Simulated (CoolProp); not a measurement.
The fluid at 292.94 K and 0.886 MPa is compressed adiabatically to 1.75 MPa with isentropic efficiency 0.9. The same conditions are run with several fluids, on thermodynamics alone (safety and materials aside).

Computed with CoolProp (reference Helmholtz-energy equation of state of each fluid (R404A: Lemmon 2003; carbon monoxide: Lemmon 2006; dry air: Lemmon 2000; R13: Platzer 1990)). The equations of Platzer and Polt are older, rougher fits. Blends and air are pseudo-pure fits.

**Question.** Rank R404A, carbon monoxide, dry air, R13 by work (kJ/kg), highest first.

**Answer.** carbon monoxide (72.6), dry air (70.2), R13 (16.5), R404A (15.4)

| fluid | final temperature (K) | final density (kg/m³) |
|---|---|---|
| R404A | 322.4 | 86.8 |
| carbon monoxide | 363.1 | 16.2 |
| dry air | 363.1 | 16.8 |
| R13 | 325.0 | 77.7 |
